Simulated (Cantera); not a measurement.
What does this Cantera script print?

```python
import numpy as np
import cantera as ct

gas_names = """
    C CN CO CO2 C2 CCN CNC C2N2 C2O C3 C3O2 C4 C4N2 C5 Fe FeC5O5 FeO N NCO NO NO2 NO3 N2 N2O O O2 O3
""".split()
cond_names = """
    C(gr) Fe(a) Fe(c) Fe(d) Fe(L) FeC5O5(L) FeO(s) FeO(L) Fe2O3(s) Fe3O4(s)
""".split()


# ... load() reads the species with a 1 bar reference pressure and builds the phases ...
atoms = {
    'Fe2O3': {'Fe': 2, 'O': 3},
    'CO': {'C': 1, 'O': 1},
    'N2': {'N': 2},
}
top_T = {'C(gr)': 4500, 'Fe2O3(s)': 1830, 'Fe3O4(s)': 1870}  # K; cautious upper limits of use, not melting points


# ... equilibrate(T, P, feed) seeds the gas with the atoms and calls Mixture.equilibrate('TP', solver="vcs", rtol=1e-11, max_steps=5000) ...
results = []
P = 16  # Pa
for T in [950, 1025, 1100, 1175, 1250, 1325, 1400, 1475, 1550, 1625, 1700, 1775, 1850]:
    for m in [1.2, 3.3, 5.4, 7.5, 9.7, 12, 14]:
        feed = {'Fe2O3': 1, 'CO': m, 'N2': 7.9}  # mol
        mix = equilibrate(T, P, feed)
        results.append((T, P, feed, dict(zip(mix.species_names, mix.species_moles))))

for T, P, feed, n in results:
    print(f"{T:7g} {feed['CO']:10.4g}  " + (" + ".join(c for c in cond_names if n.get(c, 0) > 1e-12) or "gas only"))
```

Output:

```
    950        1.2  FeO(s)
    950        3.3  FeO(s)
    950        5.4  Fe(a) + FeO(s)
    950        7.5  Fe(a) + FeO(s)
    950        9.7  Fe(a) + FeO(s)
    950         12  Fe(a) + FeO(s)
    950         14  Fe(a)
   1025        1.2  FeO(s)
   1025        3.3  FeO(s)
   1025        5.4  Fe(a) + FeO(s)
   1025        7.5  Fe(a) + FeO(s)
   1025        9.7  Fe(a) + FeO(s)
   1025         12  Fe(a) + FeO(s)
   1025         14  Fe(a) + FeO(s)
   1100        1.2  FeO(s)
   1100        3.3  FeO(s)
   1100        5.4  FeO(s)
   1100        7.5  Fe(a) + FeO(s)
   1100        9.7  Fe(a) + FeO(s)
   1100         12  Fe(a) + FeO(s)
   1100         14  Fe(a) + FeO(s)
   1175        1.2  FeO(s)
   1175        3.3  FeO(s)
   1175        5.4  FeO(s)
   1175        7.5  Fe(a) + FeO(s)
   1175        9.7  Fe(a) + FeO(s)
   1175         12  Fe(a) + FeO(s)
   1175         14  Fe(a) + FeO(s)
   1250        1.2  FeO(s)
   1250        3.3  FeO(s)
   1250        5.4  FeO(s)
   1250        7.5  Fe(c) + FeO(s)
   1250        9.7  Fe(c) + FeO(s)
   1250         12  Fe(c) + FeO(s)
   1250         14  Fe(c) + FeO(s)
   1325        1.2  FeO(s)
   1325        3.3  FeO(s)
   1325        5.4  FeO(s)
   1325        7.5  Fe(c) + FeO(s)
   1325        9.7  Fe(c) + FeO(s)
   1325         12  Fe(c) + FeO(s)
   1325         14  Fe(c) + FeO(s)
   1400        1.2  FeO(s)
   1400        3.3  FeO(s)
   1400        5.4  FeO(s)
   1400        7.5  Fe(c) + FeO(s)
   1400        9.7  Fe(c) + FeO(s)
   1400         12  Fe(c) + FeO(s)
   1400         14  Fe(c) + FeO(s)
   1475        1.2  FeO(s)
   1475        3.3  FeO(s)
   1475        5.4  FeO(s)
   1475        7.5  Fe(c) + FeO(s)
   1475        9.7  Fe(c) + FeO(s)
   1475         12  Fe(c) + FeO(s)
   1475         14  Fe(c) + FeO(s)
   1550        1.2  FeO(s)
   1550        3.3  FeO(s)
   1550        5.4  FeO(s)
   1550        7.5  FeO(s)
   1550        9.7  Fe(c) + FeO(s)
   1550         12  Fe(c) + FeO(s)
   1550         14  Fe(c) + FeO(s)
   1625        1.2  FeO(s)
   1625        3.3  FeO(s)
   1625        5.4  FeO(s)
   1625        7.5  FeO(s)
   1625        9.7  Fe(c) + FeO(s)
   1625         12  Fe(c) + FeO(s)
   1625         14  Fe(c) + FeO(s)
   1700        1.2  FeO(L)
   1700        3.3  FeO(L)
   1700        5.4  FeO(L)
   1700        7.5  FeO(L)
   1700        9.7  FeO(L)
   1700         12  FeO(L)
   1700         14  FeO(L)
   1775        1.2  FeO(L)
   1775        3.3  FeO(L)
   1775        5.4  FeO(L)
   1775        7.5  FeO(L)
   1775        9.7  FeO(L)
   1775         12  FeO(L)
   1775         14  FeO(L)
   1850        1.2  FeO(L)
   1850        3.3  FeO(L)
   1850        5.4  FeO(L)
   1850        7.5  FeO(L)
   1850        9.7  FeO(L)
   1850         12  gas only
   1850         14  gas only
```

Method: chemical equilibrium by Gibbs-energy minimisation in Cantera with the NASA 1993 tables (ideal gas, pure condensed phases). Mutual solubility and eutectic melting of coexisting phases are not modelled. The tables' stoichiometric FeO is somewhat more stable than real wüstite, so its field is too wide. FeO: taken at fixed stoichiometry.
